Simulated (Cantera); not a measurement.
Adiabatic ignition

An adiabatic, constant-volume homogeneous reactor starts with CH3OH : O2 : N2 : H2O = 1 : 0.833 : 3.13 : 0.18 (molar parts), equivalence ratio 1.8, at 1625 K and 1.00 atm.

Cantera simulation using GRI-Mech 3.0 (53 species, 325 reactions); the numbers are that mechanism's predictions, not measurements. GRI-Mech 3.0 was tuned for natural gas; its chemistry of methanol as a main component is partial and can be far from experiment.

```tsv
t (s)	T (K)	P (bar)	x CH3OH	x O2	x H2O	x OH	x CH4
5.00e-6	1625	1.01	0.194	0.161	0.0353	2.48e-6	3.82e-5
1.18e-5	1626	1.02	0.192	0.160	0.0360	6.20e-6	0.000128
2.79e-5	1642	1.03	0.179	0.154	0.0421	3.11e-5	0.000287
6.60e-5	2649	2.11	<1e-12	0.00483	0.207	0.0205	<1e-12
0.000156	2876	2.25	<1e-12	0.00225	0.224	0.0160	1.68e-12
0.000368	2877	2.26	<1e-12	0.00212	0.224	0.0156	1.83e-12
0.000871	2873	2.25	<1e-12	0.00202	0.223	0.0152	1.89e-12
0.00206	2871	2.25	<1e-12	0.00198	0.223	0.0151	1.91e-12
0.00486	2871	2.25	<1e-12	0.00198	0.223	0.0151	1.92e-12
0.0115	2871	2.25	<1e-12	0.00198	0.223	0.0151	1.92e-12
0.0271	2871	2.25	<1e-12	0.00198	0.223	0.0151	1.92e-12
0.0641	2871	2.25	<1e-12	0.00198	0.223	0.0151	1.92e-12
0.152	2871	2.25	<1e-12	0.00198	0.223	0.0151	1.92e-12
0.358	2871	2.25	<1e-12	0.00198	0.223	0.0151	1.92e-12
0.846	2871	2.25	<1e-12	0.00198	0.223	0.0151	1.92e-12
2.00	2871	2.25	<1e-12	0.00198	0.223	0.0151	1.92e-12
```
x: mole fraction; the columns are a selection and need not sum to one.

| Property | Value |
|---|---|
| time of steepest temperature rise | 50.0 µs |
| temperature at 2.00 s | 2871 K |
| equilibrium temperature | 2871 K |
| x(CH3OH) at 2.00 s | <1e-12 (gas-phase equilibrium <1e-12) |
| x(O2) at 2.00 s | 0.00198 (gas-phase equilibrium 0.00198) |
| x(H2O) at 2.00 s | 0.223 (gas-phase equilibrium 0.223) |
